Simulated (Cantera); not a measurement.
An isothermal, constant-pressure homogeneous reactor starts with 11.5 % H2, 88.5 % O2, equivalence ratio 0.065, at 1050 K and 0.0132 atm.

Cantera simulation using the H2/O2 subset of GRI-Mech 3.0, which has no nitrogen chemistry; the numbers are that mechanism's predictions, not measurements. Radical loss at walls, strong at low pressure, is not modelled. The temperature is held fixed by assumption; the heat of reaction is taken as removed at once.

x: mole fraction; the columns are a selection and need not sum to one.

```tsv
t (s)	x H2	x O2	x HO2	x H	x H2O	x H2O2
5.00e-5	0.115	0.885	1.82e-10	1.59e-10	1.39e-11	<1e-12
0.000229	0.115	0.885	8.38e-10	9.57e-10	7.85e-10	<1e-12
0.00105	0.115	0.885	[?]	1.51e-7	2.83e-7	4.92e-12
0.00478	0.00602	0.828	[?]	0.0348	0.0904	2.39e-7
0.0219	0.000961	0.867	[?]	0.00344	0.117	2.41e-7
0.100	4.54e-5	0.877	[?]	3.38e-5	0.122	1.64e-7
0.457	2.26e-6	0.878	[?]	4.39e-7	0.122	5.00e-8
2.09	2.14e-7	0.878	[?]	1.49e-8	0.122	1.28e-8
9.56	3.13e-8	0.878	[?]	8.99e-10	0.122	3.16e-9
43.7	5.65e-9	0.878	[?]	7.17e-11	0.122	7.47e-10
200	1.18e-9	0.878	[?]	6.96e-12	0.122	1.80e-10
```

Some entries are withheld; supply them.


- 0.00105, x HO2: 5.92e-9
- 0.00478, x HO2: 9.67e-6
- 0.0219, x HO2: 8.43e-6
- 0.100, x HO2: 2.35e-6
- 0.457, x HO2: 2.64e-7
- 2.09, x HO2: 3.38e-8
- 9.56, x HO2: 5.86e-9
- 43.7, x HO2: 1.66e-9
- 200, x HO2: 1.49e-9
